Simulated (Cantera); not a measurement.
An isothermal plug-flow reactor at 500 K and 0.900 bar (inlet), inlet velocity 0.14 m/s, active area per volume 700 1/m; feed CO : O2 : N2 : H2O = 0.0051 : 0.015 : 0.79 : 0.025 (molar parts), equivalence ratio 0.17.

Detailed kinetics in Cantera: Deutschmann's 1995 Pt surface mechanism with GRI-Mech 3.0 gas chemistry. Catalytic surfaces can have several steady states; this one follows from the mechanism file's or the stated starting coverage. Mass transfer to the wall is taken as infinitely fast.

What does this change do: temperature 500 to 648 K?


```json
[
 {"quantity": "x(CO) at z = 0.017 m", "before": "0.00609", "after": "0.000149"},
 {"quantity": "x(O2) at z = 0.017 m", "before": "0.0180", "after": "0.0150"},
 {"quantity": "x(H2O) at z = 0.017 m", "before": "0.0299", "after": "0.0300"},
 {"quantity": "x(CO2) at z = 0.017 m", "before": "2.11e-5", "after": "0.00598"},
 {"quantity": "θ(O*) at the exit", "before": "0.00186", "after": "0.988"}
]
```
